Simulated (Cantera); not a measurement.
Mixture: CO : H₂ : CH₄ : O₂ : N₂ = 1 : 0.22 : 0.11 : 1.48 : 5.57 (molar parts), equivalence ratio 0.56, at 34000 Pa, adiabatic and at constant volume. Ignition delay is the time to a rise of 400 K.

Model: GRI-Mech 3.0 (53 species, 325 reactions), integrated in Cantera. Below about 1000 K GRI-Mech 3.0 lacks low-temperature oxidation paths. Below about 950 K walls govern HO2 and H2O2 in real vessels. Where the delays flatten at high temperature, the 400 K rule measures the pace of heat release, not the induction time.

What does this change do: 0.31 parts H2O added?


```csv
quantity,before,after
delay at 898 K,13.8 ms,23.5 ms
delay at 998 K,1.95 ms,2.50 ms
delay at 1098 K,0.758 ms,0.850 ms
delay at 1198 K,0.428 ms,0.457 ms
```
